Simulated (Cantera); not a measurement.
**Catalytic combustion on Pt**

An isothermal plug-flow reactor at 600 K and 0.580 bar (inlet), inlet velocity 1.5 m/s, active area per volume 3400 1/m; feed CO : O2 : N2 : H2O = 0.0089 : 0.02 : 0.79 : 0.056 (molar parts), equivalence ratio 0.22.

Detailed kinetics in Cantera: Deutschmann's 1995 Pt surface mechanism with GRI-Mech 3.0 gas chemistry. Catalytic surfaces can have several steady states; this one follows from the mechanism file's or the stated starting coverage. Mass transfer to the wall is taken as infinitely fast.

| z (m) | x CO | x O2 | x H2O | x CO2 | θ free Pt | θ O* | θ CO* |
|---|---|---|---|---|---|---|---|
| 0.00013 | 0.0102 | 0.0229 | 0.0640 | 1.30e-5 | 0.0104 | 0.00266 | 0.987 |
| 0.00025 | 0.0101 | 0.0228 | 0.0640 | 2.51e-5 | 0.0104 | 0.00266 | 0.987 |
| 0.00048 | 0.0101 | 0.0228 | 0.0640 | 4.82e-5 | 0.0104 | 0.00267 | 0.986 |
| 0.00092 | 0.0101 | 0.0228 | 0.0640 | 9.25e-5 | 0.0104 | 0.00268 | 0.986 |
| 0.0018 | 0.00999 | 0.0228 | 0.0640 | 0.000182 | 0.0105 | 0.00270 | 0.986 |
| 0.0034 | 0.00983 | 0.0227 | 0.0640 | 0.000346 | 0.0106 | 0.00274 | 0.986 |
| 0.0066 | 0.00949 | 0.0225 | 0.0640 | 0.000682 | 0.0108 | 0.00283 | 0.986 |
| 0.013 | 0.00879 | 0.0222 | 0.0641 | 0.00139 | 0.0112 | 0.00304 | 0.985 |
x: gas mole fraction; θ: surface coverage.
